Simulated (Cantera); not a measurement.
Input (Python, Cantera):

```python
import numpy as np
import cantera as ct

gas = ct.Solution("gri30.yaml")
gas.TPX = 1900, 13332, {'NO': 0.25, 'N2': 0.33}
reactor = ct.IdealGasConstPressureReactor(gas, energy="off", clone=False)
net = ct.ReactorNet([reactor])
net.rtol, net.atol = 1e-08, 1e-18
show = ['NO', 'N2O', 'NO2', 'O2', 'N2', 'O']
times = np.geomspace(2e-06, 100, 11)

steps = ct.SolutionArray(gas, extra=["t"])
rows = []
print(f"{'t/s':>10s}{'T/K':>9s}{'P/Pa':>11s}" + "".join(f"{s:>11s}" for s in show))
for t in times:
    while net.time < t:
        t_next = net.step()
        steps.append(gas.state, t=t_next)
    rows.append([np.interp(t, steps.t, y) for y in (steps.T, steps.P, *steps(*show).X.T)])
    print(f"{t:10.3e}{rows[-1][0]:9.1f}{rows[-1][1]:11.4g}" + "".join(f"{x:11.3e}" for x in rows[-1][2:]))
rate = np.gradient(steps.T, steps.t)
print("integrator steps:", len(steps.t))
if steps.T.max() > steps.T[0] + 200:
    print(f"time of steepest temperature rise: {steps.t[rate.argmax()]:.4e} s")
gas.TPX = 1900, 13332, {'NO': 0.25, 'N2': 0.33}
gas.equilibrate("TP")
print(f"equilibrium (TP): T = {gas.T:.1f} K  " + "  ".join(f"{s} {gas[s].X[0]:.3e}" for s in show))
```

Result:

```
       t/s      T/K       P/Pa         NO        N2O        NO2         O2         N2          O
 2.000e-06   1900.0  1.333e+04  4.310e-01  2.679e-08  2.080e-11  1.405e-12  5.690e-01  2.678e-08
 1.177e-05   1900.0  1.333e+04  4.310e-01  1.576e-07  7.169e-10  4.856e-11  5.690e-01  1.572e-07
 6.931e-05   1900.0  1.333e+04  4.310e-01  9.235e-07  2.410e-08  1.664e-09  5.690e-01  9.099e-07
 4.081e-04   1900.0  1.333e+04  4.310e-01  5.289e-06  7.117e-07  5.587e-08  5.690e-01  4.931e-06
 2.402e-03   1900.0  1.333e+04  4.310e-01  2.656e-05  1.215e-05  2.373e-06  5.690e-01  2.404e-05
 1.414e-02   1900.0  1.333e+04  4.306e-01  7.128e-05  4.744e-05  1.285e-04  5.691e-01  7.091e-05
 8.326e-02   1900.0  1.333e+04  4.282e-01  7.659e-05  5.396e-05  1.291e-03  5.703e-01  7.947e-05
 4.901e-01   1900.0  1.333e+04  4.142e-01  7.038e-05  7.446e-05  8.264e-03  5.773e-01  1.056e-04
 2.885e+00   1900.0  1.333e+04  3.348e-01  4.338e-05  1.216e-04  4.788e-02  6.170e-01  1.940e-04
 1.699e+01   1900.0  1.333e+04  9.597e-02  3.347e-06  6.421e-05  1.673e-01  7.364e-01  3.388e-04
 1.000e+02   1900.0  1.333e+04  7.043e-03  1.244e-07  5.307e-06  2.118e-01  7.808e-01  3.783e-04
integrator steps: 1034
equilibrium (TP): T = 1900.0 K  NO 5.766e-03  N2O 1.190e-07  NO2 4.351e-06  O2 2.124e-01  N2 7.815e-01  O 3.788e-04
```

Model: GRI-Mech 3.0 (53 species, 325 reactions), integrated in Cantera.
